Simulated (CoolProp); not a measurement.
1-butene along the isotherm 525 K: fugacity coefficient from the reference equation and from simpler models built on Tc = 419.3 K, pc = 4.006 MPa, ω = 0.192; each cubic takes its own stable root.

The numbers come from the reference Helmholtz-energy equation of state, Lemmon 2005 in CoolProp. It is a short technical equation, of lower accuracy than the large ones.

```json
[
 {"p (MPa)": "0.0317", "phase": "gas", "reference": "0.9987"},
 {"p (MPa)": "0.0493", "phase": "gas", "reference": "0.9980"},
 {"p (MPa)": "0.0768", "phase": "gas", "reference": "0.9968"},
 {"p (MPa)": "0.12", "phase": "gas", "reference": "0.9951"},
 {"p (MPa)": "0.186", "phase": "gas", "reference": "0.9924"},
 {"p (MPa)": "0.29", "phase": "gas", "reference": "0.9881"},
 {"p (MPa)": "0.451", "phase": "gas", "reference": "0.9815"},
 {"p (MPa)": "0.703", "phase": "gas", "reference": "0.9713"},
 {"p (MPa)": "1.09", "phase": "gas", "reference": "0.9558"},
 {"p (MPa)": "1.7", "phase": "gas", "reference": "0.9317"},
 {"p (MPa)": "2.65", "phase": "gas", "reference": "0.8950"},
 {"p (MPa)": "4.13", "phase": "supercritical", "reference": "0.8401"},
 {"p (MPa)": "6.43", "phase": "supercritical", "reference": "0.7611"},
 {"p (MPa)": "10", "phase": "supercritical", "reference": "0.6585"}
]
```

How far does each simpler model (van der Waals, Redlich-Kwong, Soave-Redlich-Kwong) lie from the reference over these 14 states: mean and median of the absolute difference, and the worst?


- van der Waals: mean 0.7 %, median 0.1 %, worst -5.3 % at 525 K and 10 MPa
- Redlich-Kwong: mean 0.5 %, median 0.1 %, worst -2.3 % at 525 K and 10 MPa
- Soave-Redlich-Kwong: mean 0.7 %, median 0.1 %, worst +4.2 % at 525 K and 10 MPa
